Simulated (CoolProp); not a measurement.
Model: reference Helmholtz-energy equation of state, Lemmon 2006, in CoolProp. It is a short technical equation, of lower accuracy than the large ones.

Problem. For carbonyl sulfide, give the phase and the density (kg/m³), cp (kJ/(kg K)), cv (kJ/(kg K)), isothermal compressibility (1/MPa) at 620 K and 53.1 bar; 620 K and 74.3 bar; 620 K and 127 bar.

Solution. 
- 620 K and 53.1 bar: gas; density 65.1, cp 0.921, cv 0.731, isothermal compressibility 0.197
- 620 K and 74.3 bar: supercritical; density 92.8, cp 0.949, cv 0.736, isothermal compressibility 0.143
- 620 K and 127 bar: supercritical; density 165, cp 1.02, cv 0.746, isothermal compressibility 0.0852
